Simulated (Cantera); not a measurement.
Mixture: H₂ : O₂ : N₂ : H₂O = 1 : 0.833 : 3.13 : 0.27 (molar parts), at 1.38 atm, adiabatic and at constant pressure. Ignition delay is the time to a rise of 400 K.

Model: GRI-Mech 3.0 (53 species, 325 reactions), integrated in Cantera. Where the delays flatten at high temperature, the 400 K rule measures the pace of heat release, not the induction time.

Task: Predict: delay at 1250 K; delay at 1325 K; delay at 1400 K; delay at 1475 K; delay at 1550 K.

Result: 
* **delay at 1250 K**: 30.8 µs
* **delay at 1325 K**: 22.4 µs
* **delay at 1400 K**: 17.8 µs
* **delay at 1475 K**: 15.1 µs
* **delay at 1550 K**: 13.6 µs
